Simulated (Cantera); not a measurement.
Cantera run:

```python
import numpy as np
import cantera as ct

gas_names = """
    N NO NO2 NO3 N2 N2O O O2 O3 Si SiN SiO SiO2 Si2 Si2N Si3
""".split()
cond_names = """
    Si(cr) Si(L) SiO2(Lqz) SiO2(hqz) SiO2(L) Si2N2O(s) Si3N4(a)
""".split()


# ... load() reads the species with a 1 bar reference pressure and builds the phases ...
atoms = {
    'Si3N4': {'Si': 3, 'N': 4},
    'O2': {'O': 2},
    'N2': {'N': 2},
}
top_T = {'Si2N2O(s)': 2100, 'Si3N4(a)': 2400}  # K; cautious upper limits of use, not melting points


# ... equilibrate(T, P, feed) seeds the gas with the atoms and calls Mixture.equilibrate('TP', solver="vcs", rtol=1e-11, max_steps=5000) ...
results = []
T = 1450  # K
P = 100000  # Pa
for m in [0.02, 0.028, 0.039, 0.054, 0.075, 0.1, 0.14, 0.2, 0.28, 0.39, 0.54, 0.75]:
    feed = {'Si3N4': 1, 'O2': m, 'N2': 92}  # mol
    mix = equilibrate(T, P, feed)
    results.append((T, P, feed, dict(zip(mix.species_names, mix.species_moles))))

top = {s: max(r[3][s] / sum(r[3][g] for g in gas_names) for r in results) for s in gas_names}
cols = sorted((s for s in top if top[s] > 0.0001), key=lambda s: -top[s])[:7]
seen = [c for c in cond_names if any(r[3].get(c, 0) > 1e-12 for r in results)]
print("log10 of partial pressures in bar; condensed amounts in mol")
print(f"{'n(O2)':>10s}" + "".join(f"{s[:9]:>10s}" for s in cols + seen))
for T, P, feed, n in results:
    ng = sum(n[g] for g in gas_names)
    print(f"{feed['O2']:10.4g}" + "".join(f"{np.log10(max(n[s] / ng * P / 1e5, 1e-99)):10.3f}" for s in cols)
          + "".join(f"{n.get(c, 0):10.4g}" for c in seen))
```

Result:

```
log10 of partial pressures in bar; condensed amounts in mol
     n(O2)        N2 Si2N2O(s)  Si3N4(a)
      0.02    -0.000      0.04    0.9733
     0.028    -0.000     0.056    0.9627
     0.039    -0.000     0.078     0.948
     0.054    -0.000     0.108     0.928
     0.075    -0.000      0.15       0.9
       0.1    -0.000       0.2    0.8667
      0.14    -0.000      0.28    0.8133
       0.2    -0.000       0.4    0.7333
      0.28    -0.000      0.56    0.6267
      0.39    -0.000      0.78      0.48
      0.54    -0.000      1.08      0.28
      0.75    -0.000       1.5 1.953e-07
```

These are equilibrium values from Cantera (NASA tables, ideal gas, pure condensed phases), not measurements of a reactor. Mutual solubility and eutectic melting of coexisting phases are not modelled.
